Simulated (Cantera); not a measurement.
Mixture: 9.80 % CH4, 0.647 % H2, 16.6 % O2, 73.0 % N2, at 0.365 atm, adiabatic and at constant pressure. Ignition delay is the time to a rise of 400 K.

Computed with Cantera and GRI-Mech 3.0 (53 species, 325 reactions).

### Question
Predict: delay at 1273 K; delay at 1348 K; delay at 1423 K; delay at 1498 K; delay at 1573 K; apparent activation energy between 1423 and 1573 K.

### Answer
- delay at 1273 K: 24.7 ms
- delay at 1348 K: 10.2 ms
- delay at 1423 K: 4.55 ms
- delay at 1498 K: 2.24 ms
- delay at 1573 K: 1.21 ms
- apparent activation energy between 1423 and 1573 K: 160 kJ/mol
